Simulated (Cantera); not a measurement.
Charge: 1 mol SiCl4, 1.7 mol Cl2, 6.1 mol H2, held at 400 °C and 0.100 bar.

These are equilibrium values from Cantera (NASA tables, ideal gas, pure condensed phases), not measurements of a reactor. Candidate condensed phases: Si; 19 gas species. Kinetics and transport are ignored.

Base state: H2 0.500, HCl 0.386, SiCl4 0.114, SiHCl3 1.86e-5 (mole fractions); condensed: gas only.

Question: What changes in the equilibrium state with this change: temperature from 400 °C to 850 °C?

Answer: 
```csv
species,before,after
H2,0.500,0.497
HCl,0.386,0.390
SiCl4,0.114,0.110
SiCl3,2.73e-9,0.000770
SiCl2,<1e-9,6.67e-5
SiHCl3,1.86e-5,0.00242
```
The tables' values for SiCl3 are old estimates; treat these amounts as uncertain.
